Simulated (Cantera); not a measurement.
A perfectly stirred reactor is fed with NH3 : H2 = 1 : 1.4 (molar parts), at 0.570 bar; it is held at 1825 K, and followed from long to short residence time.

Detailed kinetics in Cantera: the gas-phase N/H chemistry of the illustrative SiF4/NH3 mechanism in the Surface Chemkin manual (1991). Walls and surfaces, which speed up NH3 decomposition in real reactors, are not modelled.

Task: What does this change do: NH3 1 to 0.66 parts?

Result: 
```
quantity                 before    after
----------------------  -------  -------
x(NH3) at τ = 2.20 s     0.0971   0.0824
x(H2) at τ = 2.20 s       0.790    0.827
x(N2H2) at τ = 2.20 s   1.17e-7  9.14e-8
x(N2) at τ = 2.20 s       0.113   0.0901
x(N) at τ = 2.20 s      1.13e-7  1.08e-7
x(NH3) at τ = 33.0 ms     0.391    0.303
x(H2) at τ = 33.0 ms      0.599    0.690
x(N2H2) at τ = 33.0 ms  7.62e-7  5.24e-7
x(N2) at τ = 33.0 ms    0.00880  0.00646
x(N) at τ = 33.0 ms     1.17e-7  1.18e-7
```
